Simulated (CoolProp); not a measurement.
Propylene at 293.15 K and 1.93 MPa flows at 3.3 m/s in a round tube of 25 mm bore and 0.25 µm roughness, fully developed (64/Re and Nu = 3.66 if laminar; Colebrook and Gnielinski if turbulent). Each further row changes one setting.

The numbers come from the reference Helmholtz-energy equation of state, Lemmon 2013 in CoolProp.

```json
[
 {"case": "as stated", "Reynolds number": "422000", "Darcy friction factor": "(withheld)", "pressure drop (Pa/m)": "1540", "heat-transfer coefficient (W/(m² K))": "5450", "mass flow (kg/h)": "(withheld)"},
 {"case": "velocity 6.6 m/s", "Reynolds number": "844000", "Darcy friction factor": "(withheld)", "pressure drop (Pa/m)": "5500", "heat-transfer coefficient (W/(m² K))": "(withheld)", "mass flow (kg/h)": "(withheld)"},
 {"case": "diameter 50 mm", "Reynolds number": "844000", "Darcy friction factor": "0.0121", "pressure drop (Pa/m)": "(withheld)", "heat-transfer coefficient (W/(m² K))": "4900", "mass flow (kg/h)": "12100"}
]
```

**Question.** What belongs in the gaps?

**Answer.** 
- as stated, Darcy friction factor: 0.0137
- as stated, mass flow (kg/h): 3020
- velocity 6.6 m/s, Darcy friction factor: 0.0122
- velocity 6.6 m/s, heat-transfer coefficient (W/(m² K)): 9870
- velocity 6.6 m/s, mass flow (kg/h): 6040
- diameter 50 mm, pressure drop (Pa/m): 682

Viscosity comes from a separate model (Huber 2003), an estimate that may be off by 10 % or more. Thermal conductivity comes from a separate model (Huber 2003), an estimate that may be off by 10 % or more.
